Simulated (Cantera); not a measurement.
Input: 1 mol CH3SiCl3, 0.01 mol CH4, 10 mol H2, held at 0.975 Torr.

These are equilibrium values from Cantera (NASA tables, ideal gas, pure condensed phases), not measurements of a reactor. Candidate condensed phases: C, C6H6, C7H8, C8H18, Si, SiC; 109 gas species. The feed counts by its element totals alone. Gases not in the tables: Si2H6 and higher silanes. Rates play no part.

Problem. Which condensed phases are stable at each of these points (T (°C)): 1950, 1975, 2000, 2025, 2050, 2075, 2100, 2125, 2150, 2175, 2200, 2225?

Solution. 
```json
[
 {"T (°C)": "1950", "condensed phases": "C(graphite) + SiC(s)", "Si condensed (%)": "6.4"},
 {"T (°C)": "1975", "condensed phases": "C(graphite)", "Si condensed (%)": "0.0"},
 {"T (°C)": "2000", "condensed phases": "C(graphite)", "Si condensed (%)": "0.0"},
 {"T (°C)": "2025", "condensed phases": "C(graphite)", "Si condensed (%)": "0.0"},
 {"T (°C)": "2050", "condensed phases": "C(graphite)", "Si condensed (%)": "0.0"},
 {"T (°C)": "2075", "condensed phases": "C(graphite)", "Si condensed (%)": "0.0"},
 {"T (°C)": "2100", "condensed phases": "C(graphite)", "Si condensed (%)": "0.0"},
 {"T (°C)": "2125", "condensed phases": "C(graphite)", "Si condensed (%)": "0.0"},
 {"T (°C)": "2150", "condensed phases": "C(graphite)", "Si condensed (%)": "0.0"},
 {"T (°C)": "2175", "condensed phases": "C(graphite)", "Si condensed (%)": "0.0"},
 {"T (°C)": "2200", "condensed phases": "C(graphite)", "Si condensed (%)": "0.0"},
 {"T (°C)": "2225", "condensed phases": "C(graphite)", "Si condensed (%)": "0.0"}
]
```

At 1950 °C the condensed part is C(graphite) + SiC(s). From 1975 °C to 2225 °C the condensed part is C(graphite).
